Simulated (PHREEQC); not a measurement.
## Nickel, zinc or cadmium bath (model solution)

Make-up at 25 °C: 0.028 mol/kgw CdSO4, 0.00069 mol/kgw KCl and 0.12 mol/kgw HCl. Closed to the air; pH follows from the charge balance.

Computed with PHREEQC (ion-association model, phreeqc.dat).

No solid was allowed to form.

Problem. Predict the pH, density, ionic strength.

Solution. pH 1.09; density 1.004 g/cm³; ionic strength 0.140 mol/kgw.

Problem. In which forms is Cd present?

Solution. CdCl+ 61 %, Cd+2 20 %, CdCl2 13 %, CdSO4 3.9 %, CdCl3- 0.8 % of the Cd.

Complexes and solids missing from the database can't appear.
